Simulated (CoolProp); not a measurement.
Vapour pressure (kPa) of toluene: the reference equation beside estimates from Tc = 591.7 K, pc = 4126 kPa, ω = 0.266. Clausius-Clapeyron is anchored at 422.7 K with a constant enthalpy of vaporisation of 30.72 kJ/mol.

Computed with CoolProp (reference Helmholtz-energy equation of state, Lemmon 2006). It is a short technical equation, of lower accuracy than the large ones.

| T (K) | reference | Lee-Kesler | Clausius-Clapeyron | van der Waals | Redlich-Kwong | Peng-Robinson |
|---|---|---|---|---|---|---|
| 366.9 | 61.19 | 59.90 | 72.13 | 432.1 | 118.3 | 61.18 |
| 380.8 | 93.12 | 91.83 | 104.2 | 530.8 | 170.0 | 92.89 |
| 394.8 | 137.3 | 136.3 | 147.0 | 644.5 | 237.3 | 136.8 |
| 408.7 | 195.8 | 195.5 | 202.0 | 772.1 | 321.8 | 195.0 |
| 422.7 | 272.6 | 273.3 | 272.6 | 916.5 | 427.1 | 271.6 |
| 436.6 | 369.7 | 371.9 | 360.0 | 1076 | 554.0 | 368.8 |
| 450.6 | 492.0 | 496.1 | 468.3 | 1254 | 706.7 | 491.5 |
| 464.5 | 641.4 | 647.7 | 598.5 | 1448 | 885.3 | 642.0 |
| 478.5 | 823.9 | 832.5 | 755.4 | 1662 | 1095 | 826.3 |

Absolute difference from the reference over all 9 rows, mean and median: Lee-Kesler 0.9 and 0.8 %, Clausius-Clapeyron 6.9 and 6.7 %, van der Waals 283.3 and 236.2 %, Redlich-Kwong 59.4 and 56.7 %, Peng-Robinson 0.2 and 0.2 %.
